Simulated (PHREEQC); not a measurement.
3 g of hydrous ferric oxide (600 m²/g; 0.2 weak and 0.005 strong sites per Fe, Dzombak-Morel constants, diffuse double layer) in 1 kg of water with 0.01 mol/kgw of an inert sodium salt and 0.00011 mol Na2HAsO4 and 0.0012 mol ZnCl2, at 25 °C; the pH is set by adding NaOH or the inert anion's acid. O2 is buffered at 0.21 atm. No CO2 enters from the air. Precipitation was switched off in this run.

The series has 13 steps of pH, from 3 to 11.

The numbers come from PHREEQC with the ion-association model, wateq4f.dat.

Q: Near which pH is half of the Zn sorbed, and on which side is more sorbed?

A: Near pH 6.1, with more sorbed at higher pH.

Q: At which pH does the surface charge pass through zero?

A: Near pH 8.4.

The database has no arsenate complexes of Zn. The oxide is taken as insoluble; below pH 4 it would dissolve.
